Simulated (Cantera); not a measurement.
An isothermal plug-flow reactor at 625 K and 1.00 bar (inlet), inlet velocity 0.51 m/s, active area per volume 1000 1/m; feed 0.289 % H2, 4.69 % O2, 95.0 % N2.

Cantera simulation using Deutschmann's 1995 Pt surface mechanism with GRI-Mech 3.0 gas chemistry; the numbers are that mechanism's predictions, not measurements. Catalytic surfaces can have several steady states; this one follows from the mechanism file's or the stated starting coverage. Mass transfer to the wall is taken as infinitely fast.

### Question
Predict: x(H2) at z = 0.018 m; x(O2) at z = 0.018 m; x(H2O) at z = 0.018 m; θ(free Pt) at the exit; θ(O*) at the exit.

### Answer
```json
{
 "x(H2) at z = 0.018 m": "8.48e-6",
 "x(O2) at z = 0.018 m": "0.0455",
 "x(H2O) at z = 0.018 m": "0.00288",
 "θ(free Pt) at the exit": "0.00244",
 "θ(O*) at the exit": "0.997"
}
```
